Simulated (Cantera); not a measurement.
Input: 1 mol SiC, 0.09 mol C, 0.17 mol N2, 0.24 mol Si, equilibrated at 2552 °C and 1.40 bar.

Cantera equilibrium calculation (NASA polynomials, part measured and part estimated; ideal gas, pure solids and liquids). Candidate condensed phases: C, Si, SiC, Si3N4; 20 gas species. Mutual solubility and eutectic melting of coexisting phases are not modelled. The tables' values for SiN are old estimates; treat these amounts as uncertain. The numbers say what is thermodynamically allowed, not how fast it happens.

Task: What is the equilibrium state?

Result: 
- x(N2): 0.953
- x(Si): 0.0290
- x(Si2C): 0.00862
- x(SiC2): 0.00378
- x(SiN): 0.00219
- x(Si2N): 0.00159
- x(Si2): 0.00118
- x(CN): 0.000434
- x(Si3): 0.000182
- n(Si(l)): 0.143 mol
- n(SiC(s)): 1.09 mol
- gas amount: 0.1780 mol
- log10 activity of C(graphite) (absent): -0.33
